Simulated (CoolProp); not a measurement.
Vapour-liquid equilibrium of propylene (1) + n-heptane (2) at 41.55 °C; x and y are mole fractions of (1).

The numbers come from the multi-fluid Helmholtz-energy mixture model, Lemmon 2013 and Span 2003; pair parameters Bell 2016 in CoolProp.

| x | bubble pressure (MPa) | y at the bubble point | dew pressure at overall composition x (MPa) | liquid density (mol/L) |
|---|---|---|---|---|
| 0.05 | [?] | 0.847 | 0.01389 | 6.816 |
| 0.2 | 0.3411 | 0.964 | 0.01650 | 7.381 |
| 0.35 | 0.6179 | 0.981 | 0.02030 | 8.011 |
| 0.5 | 0.8760 | 0.988 | 0.02635 | 8.713 |
| 0.65 | 1.107 | 0.992 | 0.03753 | 9.487 |
| 0.8 | 1.332 | [?] | 0.06519 | 10.31 |
| 0.95 | 1.596 | [?] | 0.2496 | 11.10 |

**Question.** What belongs in the gaps?

**Answer.** 
- 0.05, bubble pressure (MPa): 0.08462
- 0.8, y at the bubble point: 0.995
- 0.95, y at the bubble point: 0.998

No azeotrope shows between x = 0.05 and 0.95.

The pair parameters rest on a limited set of measurements; away from them the model extrapolates. The gap from Raoult's law changes sign with composition, which may be real or a fault of the pair parameters; it wasn't checked against measurements.
